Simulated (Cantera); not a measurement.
Input (Python, Cantera) and output of one run.

```python
import numpy as np
import cantera as ct

gas_names = [...]  # 110 gases of nasa_gas.yaml made of C, H, O
cond_names = """
    C(gr) C6H6(L) C7H8(L) C8H18(L),n-octa H2O(s) H2O(L)
""".split()


# ... load() reads the species with a 1 bar reference pressure and builds the phases ...
atoms = {
    'C2H6': {'C': 2, 'H': 6},
    'O2': {'O': 2},
}
top_T = {'C(gr)': 4500}  # K; cautious upper limits of use, not melting points


# ... equilibrate(T, P, feed) seeds the gas with the atoms and calls Mixture.equilibrate('TP', solver="vcs", rtol=1e-11, max_steps=5000) ...
results = []
feed = {'C2H6': 1, 'O2': 1.2}  # mol
P = 98  # Pa
for T in [1948, 1998, 2048, 2098, 2148, 2198, 2248, 2298, 2348, 2398]:
    mix = equilibrate(T, P, feed)
    results.append((T, P, feed, dict(zip(mix.species_names, mix.species_moles))))

top = {s: max(r[3][s] / sum(r[3][g] for g in gas_names) for r in results) for s in gas_names}
cols = sorted((s for s in top if top[s] > 0.0001), key=lambda s: -top[s])[:9]
seen = [c for c in cond_names if any(r[3].get(c, 0) > 1e-12 for r in results)]
print("log10 of partial pressures in bar; condensed amounts in mol")
print(f"{'T/K':>10s}" + "".join(f"{s[:9]:>10s}" for s in cols + seen))
for T, P, feed, n in results:
    ng = sum(n[g] for g in gas_names)
    print(f"{T:10.4g}" + "".join(f"{np.log10(max(n[s] / ng * P / 1e5, 1e-99)):10.3f}" for s in cols)
          + "".join(f"{n.get(c, 0):10.4g}" for c in seen))
```

Output:

```
log10 of partial pressures in bar; condensed amounts in mol
       T/K        H2        CO         H       H2O       CO2        OH         O        O2
      1948    -3.300    -3.425    -4.597    -4.182    -4.950    -6.522    -7.949    -9.194
      1998    -3.307    -3.427    -4.448    -4.183    -4.964    -6.327    -7.604    -8.846
      2048    -3.316    -3.430    -4.308    -4.186    -4.978    -6.141    -7.275    -8.513
      2098    -3.328    -3.434    -4.176    -4.192    -4.991    -5.965    -6.960    -8.194
      2148    -3.344    -3.439    -4.052    -4.201    -5.003    -5.799    -6.659    -7.887
      2198    -3.364    -3.445    -3.936    -4.213    -5.016    -5.642    -6.370    -7.593
      2248    -3.390    -3.453    -3.829    -4.230    -5.030    -5.494    -6.094    -7.312
      2298    -3.422    -3.463    -3.730    -4.255    -5.045    -5.357    -5.831    -7.043
      2348    -3.460    -3.475    -3.639    -4.290    -5.064    -5.233    -5.581    -6.791
      2398    -3.507    -3.488    -3.556    -4.338    -5.090    -5.124    -5.347    -6.560
```

Method: chemical equilibrium by Gibbs-energy minimisation in Cantera with the NASA 1993 tables (ideal gas, pure condensed phases).
